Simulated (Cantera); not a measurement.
# Si + Cl2 + H2 (chlorosilane synthesis and conversion)

A closed system holds: 1 mol Si, 2.9 mol Cl2, 15 mol H2, held at 6.90 bar.

Method: chemical equilibrium by Gibbs-energy minimisation in Cantera with the NASA 1993 tables (ideal gas, pure condensed phases). Candidate condensed phases: Si; 19 gas species. The tables' values for SiCl3 are old estimates; treat these amounts as uncertain. Equilibrium is a limit: real reactors are often held back by kinetics, nucleation or transport.

From 402 °C to 1002 °C nothing is condensed. The main Si-bearing gas is SiCl4 throughout.

```json
[
 {"T (°C)": "402", "log p H2": "0.76", "log p HCl": "-0.13", "log p SiCl4": "-0.39", "log p SiHCl3": "-3.38", "log p SiCl3": "-8.22", "log p SiH2Cl2": "-7.57", "log p SiCl2": "<-11"},
 {"T (°C)": "452", "log p H2": "0.76", "log p HCl": "-0.13", "log p SiCl4": "-0.39", "log p SiHCl3": "-3.01", "log p SiCl3": "-7.27", "log p SiH2Cl2": "-6.78", "log p SiCl2": "<-11"},
 {"T (°C)": "502", "log p H2": "0.76", "log p HCl": "-0.13", "log p SiCl4": "-0.39", "log p SiHCl3": "-2.69", "log p SiCl3": "-6.45", "log p SiH2Cl2": "-6.10", "log p SiCl2": "-10.36"},
 {"T (°C)": "552", "log p H2": "0.76", "log p HCl": "-0.13", "log p SiCl4": "-0.39", "log p SiHCl3": "-2.41", "log p SiCl3": "-5.74", "log p SiH2Cl2": "-5.50", "log p SiCl2": "-9.13"},
 {"T (°C)": "602", "log p H2": "0.76", "log p HCl": "-0.13", "log p SiCl4": "-0.40", "log p SiHCl3": "-2.17", "log p SiCl3": "-5.11", "log p SiH2Cl2": "-4.98", "log p SiCl2": "-8.05"},
 {"T (°C)": "652", "log p H2": "0.76", "log p HCl": "-0.13", "log p SiCl4": "-0.40", "log p SiHCl3": "-1.95", "log p SiCl3": "-4.55", "log p SiH2Cl2": "-4.52", "log p SiCl2": "-7.09"},
 {"T (°C)": "702", "log p H2": "0.76", "log p HCl": "-0.12", "log p SiCl4": "-0.41", "log p SiHCl3": "-1.77", "log p SiCl3": "-4.05", "log p SiH2Cl2": "-4.11", "log p SiCl2": "-6.24"},
 {"T (°C)": "752", "log p H2": "0.76", "log p HCl": "-0.12", "log p SiCl4": "-0.42", "log p SiHCl3": "-1.61", "log p SiCl3": "-3.61", "log p SiH2Cl2": "-3.75", "log p SiCl2": "-5.48"},
 {"T (°C)": "802", "log p H2": "0.76", "log p HCl": "-0.11", "log p SiCl4": "-0.43", "log p SiHCl3": "-1.46", "log p SiCl3": "-3.21", "log p SiH2Cl2": "-3.43", "log p SiCl2": "-4.80"},
 {"T (°C)": "852", "log p H2": "0.76", "log p HCl": "-0.11", "log p SiCl4": "-0.44", "log p SiHCl3": "-1.34", "log p SiCl3": "-2.86", "log p SiH2Cl2": "-3.15", "log p SiCl2": "-4.19"},
 {"T (°C)": "902", "log p H2": "0.76", "log p HCl": "-0.10", "log p SiCl4": "-0.46", "log p SiHCl3": "-1.24", "log p SiCl3": "-2.54", "log p SiH2Cl2": "-2.90", "log p SiCl2": "-3.64"},
 {"T (°C)": "952", "log p H2": "0.75", "log p HCl": "-0.09", "log p SiCl4": "-0.48", "log p SiHCl3": "-1.15", "log p SiCl3": "-2.26", "log p SiH2Cl2": "-2.69", "log p SiCl2": "-3.14"},
 {"T (°C)": "1002", "log p H2": "0.75", "log p HCl": "-0.08", "log p SiCl4": "-0.51", "log p SiHCl3": "-1.08", "log p SiCl3": "-2.01", "log p SiH2Cl2": "-2.50", "log p SiCl2": "-2.70"}
]
```
log p: log10 of the partial pressure in bar; nothing condenses.
